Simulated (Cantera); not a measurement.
A Cantera script and what it prints.

```python
import numpy as np
import cantera as ct

gas_names = """
    CL CLO CL2 Mg MgCL MgCL2 MgO Mg2 O O2 O3 Ti TiCL TiCL2 TiCL3 TiCL4 TiO TiOCL TiOCL2 TiO2
""".split()
cond_names = """
    Mg(cr) Mg(L) MgCL2(s) MgCL2(L) MgO(s) MgO(L) MgTiO3(s) MgTiO3(L) MgTi2O5(s) MgTi2O5(L) Mg2TiO4(s)
    Mg2TiO4(L) Ti(a) Ti(b) Ti(L) TiCL2(s) TiCL3(s) TiCL4(L) TiO(a) TiO(b) TiO(L) TiO2(ru) TiO2(L)
    Ti2O3(a) Ti2O3(b) Ti2O3(L) Ti3O5(a) Ti3O5(b) Ti3O5(L) Ti4O7(s) Ti4O7(L)
""".split()


# ... load() reads the species with a 1 bar reference pressure and builds the phases ...
atoms = {
    'TiO2': {'Ti': 1, 'O': 2},
    'MgO': {'Mg': 1, 'O': 1},
    'O2': {'O': 2},
    'MgCl2': {'Mg': 1, 'CL': 2},
}
top_T = {'TiCL2(s)': 1300, 'TiCL3(s)': 1000}  # K; cautious upper limits of use, not melting points


# ... equilibrate(T, P, feed) seeds the gas with the atoms and calls Mixture.equilibrate('TP', solver="vcs", rtol=1e-11, max_steps=5000) ...
results = []
feed = {'TiO2': 1, 'MgO': 0.95, 'O2': 0.65, 'MgCl2': 0.39}  # mol
T = 773  # K
P = 260  # Pa
mix = equilibrate(T, P, feed)
results.append((T, P, feed, dict(zip(mix.species_names, mix.species_moles))))
x = sorted(zip(gas.X, gas.species_names), reverse=True)
print(f"T = {T:g} K  P = {P:g} Pa  gas = {mix.phase_moles(0):.4g} mol")
print("   x: " + "  ".join(f"{s} {v:.3e}" for v, s in x if v > 0.0001))
print("   condensed (mol): " + ("  ".join(f"{mix.phase(i).name} {mix.phase_moles(i):.4g}"
      for i in range(1, mix.n_phases) if mix.phase_moles(i) > 1e-12) or "none"))
```

It prints:

```
T = 773 K  P = 260 Pa  gas = 0.845 mol
   x: O2 5.384e-01  CL2 4.615e-01
   condensed (mol): MgTiO3(s) 0.66  Mg2TiO4(s) 0.34
```

Method: chemical equilibrium by Gibbs-energy minimisation in Cantera with the NASA 1993 tables (ideal gas, pure condensed phases). Condensed phases not in the tables: TiOCl, alloys, solid solutions and most ternary compounds.
